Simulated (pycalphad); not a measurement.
## Effect of Si content in Al-Si-Cu

CALPHAD calculation (pycalphad, COST 507 light-alloy database (1999)), 1 atm. The database dates from 1999; later assessments differ in places, in temperatures and in the compounds included. Not assessed as a whole: an extrapolation from subsystems, which can miss ternary compounds. Phase fractions are per mole of atoms.

**Question.** One of these alloys has its liquidus at 917 K, its solidus at 819 K, and holds fcc 0.97, diamond (Si) 0.02, ALCU_THETA 0.01 at 650 K. Which?
A) Al-4.72Si-0.86Cu (at.%)
B) Al-0.89Si-0.86Cu (at.%)
C) Al-0.59Si-0.86Cu (at.%)
D) Al-1.77Si-0.86Cu (at.%)
E) Al-0.29Si-0.86Cu (at.%)

**Answer.** D, Al-1.77Si-0.86Cu (at.%). The others: Al-0.29Si-0.86Cu (at.%), liquidus 927, solidus 867; Al-0.59Si-0.86Cu (at.%), liquidus 925, solidus 851; Al-0.89Si-0.86Cu (at.%), liquidus 923, solidus 836; Al-4.72Si-0.86Cu (at.%), liquidus 898, solidus 819

Database names, with the compositions (at.%) that they take in these runs: ALCU_THETA: Al 67 Cu 33.
